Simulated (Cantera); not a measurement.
Charge: 1 mol Si2H6, 0.34 mol NO, equilibrated at 1475 °C and 0.0100 bar.

Cantera equilibrium calculation (NASA polynomials, part measured and part estimated; ideal gas, pure solids and liquids). Candidate condensed phases: H2O, Si, SiO2, Si2N2O, Si3N4; 35 gas species. The feed counts by its element totals alone. Gases not in the tables: Si2H6 and higher silanes. The numbers say what is thermodynamically allowed, not how fast it happens.

Base state: H2 0.853, SiO 0.0967, N2 0.0484, H 0.00211, Si 0.000146, SiH 1.79e-5, SiH2 1.75e-5 (mole fractions); condensed: Si(l).

Problem. What changes in the equilibrium state with this change: NO from 0.34 to 1.8 mol?

Solution. 
```
species          before    after
--------------  -------  -------
H2                0.853    0.565
SiO              0.0967    0.302
N2               0.0484    0.132
H2O             1.21e-6  1.92e-5
SiH2            1.75e-5  1.52e-6
Si(l), mol         1.66        0
Si2N2O(s), mol        0    0.200
```
